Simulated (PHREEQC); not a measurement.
Make-up at 25 °C: 0.038 mol/kgw FeCl3, 0.00017 mol/kgw Al2(SO4)3, 0.00012 mol/kgw CaBr2 and 0.0023 mol/kgw Na2SO4. Closed to the air; pH follows from the charge balance.

Model: ion-association model, phreeqc.dat, run in PHREEQC.

Task: The ionic strength comes out as 0.175 mol/kgw. What activity coefficients do AlSO4+, SO4-2, FeSO4+, Ca+2, Fe+3 get?

Result: AlSO4+ 0.74, SO4-2 0.31, FeSO4+ 0.75, Ca+2 0.33, Fe+3 0.14.

No solid was allowed to form. Saturation is exceeded, for instance for Hematite (slow to form), Goethite (slow to form); the values hold only as long as no solid forms.
